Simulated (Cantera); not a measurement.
A Cantera script and what it prints.

```python
import numpy as np
import cantera as ct

gas_names = """
    AL ALH ALN AL2 H H2 N NH NH2 NH3 N2 N2H2 N2H4
""".split()
cond_names = """
    AL(cr) AL(L) ALN(s)
""".split()


def load(file, names, dense=False):
    # The tables refer to 1 bar. Condensed volumes are neglected.
    table = {s.name: s for s in ct.Species.list_from_file(file)}
    out = []
    for n in names:
        d = dict(table[n].input_data)
        d["thermo"] = dict(d["thermo"], **{"reference-pressure": 1e5})
        if dense:
            d["equation-of-state"] = {"model": "constant-volume", "density": "1e6 g/cm^3"}
        out.append(ct.Species.from_dict(d))
    return out


gas = ct.Solution(thermo="ideal-gas", species=load("nasa_gas.yaml", gas_names))
cond = {s.name: ct.Solution(thermo="fixed-stoichiometry", species=[s], name=s.name)
        for s in load("nasa_condensed.yaml", cond_names, dense=True)}
atoms = {
    'AlN': {'AL': 1, 'N': 1},
    'H2': {'H': 2},
    'N2': {'N': 2},
}
top_T = {'ALN(s)': 2750}  # K; cautious upper limits of use, not melting points


def equilibrate(T, P, feed):
    n = {}
    for name, mol in feed.items():
        for a, k in atoms[name].items():
            n[a] = n.get(a, 0.0) + k * mol
    gas.TPX = T, P, n
    mass = sum(n.values()) * gas.mean_molecular_weight
    gas.equilibrate("TP")
    valid = [c for c in cond.values() if c.min_temp <= T <= top_T.get(c.name, c.max_temp)]
    mix = ct.Mixture([(gas, mass / gas.mean_molecular_weight)] + [(c, 0.0) for c in valid])
    mix.T, mix.P = T, P
    mix.equilibrate("TP", solver="vcs", rtol=1e-11, max_steps=5000)
    return mix


results = []
feed = {'AlN': 1, 'H2': 810, 'N2': 3.2}  # mol
P = 950  # Pa
for T in [700, 800, 900, 1000, 1100, 1200, 1300, 1400, 1500, 1600, 1700, 1800]:
    mix = equilibrate(T, P, feed)
    results.append((T, P, feed, dict(zip(mix.species_names, mix.species_moles))))
    x = sorted(zip(gas.X, gas.species_names), reverse=True)
    print(f"T = {T:g} K  P = {P:g} Pa  gas = {mix.phase_moles(0):.4g} mol")
    print("   x: " + "  ".join(f"{s} {v:.3e}" for v, s in x if v > 0.001))
    print("   condensed (mol): " + ("  ".join(f"{mix.phase(i).name} {mix.phase_moles(i):.4g}"
          for i in range(1, mix.n_phases) if mix.phase_moles(i) > 1e-12) or "none"))
```

Output:

```
T = 700 K  P = 950 Pa  gas = 813.2 mol
   x: H2 9.961e-01  N2 3.932e-03
   condensed (mol): ALN(s) 1
T = 800 K  P = 950 Pa  gas = 813.2 mol
   x: H2 9.961e-01  N2 3.934e-03
   condensed (mol): ALN(s) 1
T = 900 K  P = 950 Pa  gas = 813.2 mol
   x: H2 9.961e-01  N2 3.935e-03
   condensed (mol): ALN(s) 1
T = 1000 K  P = 950 Pa  gas = 813.2 mol
   x: H2 9.961e-01  N2 3.935e-03
   condensed (mol): ALN(s) 1
T = 1100 K  P = 950 Pa  gas = 813.2 mol
   x: H2 9.961e-01  N2 3.935e-03
   condensed (mol): ALN(s) 1
T = 1200 K  P = 950 Pa  gas = 813.2 mol
   x: H2 9.961e-01  N2 3.935e-03
   condensed (mol): ALN(s) 1
T = 1300 K  P = 950 Pa  gas = 813.2 mol
   x: H2 9.961e-01  N2 3.935e-03
   condensed (mol): ALN(s) 1
T = 1400 K  P = 950 Pa  gas = 813.2 mol
   x: H2 9.960e-01  N2 3.935e-03
   condensed (mol): ALN(s) 1
T = 1500 K  P = 950 Pa  gas = 813.3 mol
   x: H2 9.959e-01  N2 3.935e-03
   condensed (mol): ALN(s) 0.999
T = 1600 K  P = 950 Pa  gas = 813.5 mol
   x: H2 9.955e-01  N2 3.948e-03
   condensed (mol): ALN(s) 0.9773
T = 1700 K  P = 950 Pa  gas = 814.3 mol
   x: H2 9.939e-01  N2 4.150e-03  H 1.507e-03
   condensed (mol): ALN(s) 0.6402
T = 1800 K  P = 950 Pa  gas = 816.2 mol
   x: H2 9.906e-01  N2 4.533e-03  H 3.656e-03  AL 1.173e-03
   condensed (mol): none
```

Equilibrium computed with Cantera from the NASA thermochemical tables; the gas is ideal and each condensed phase is pure.
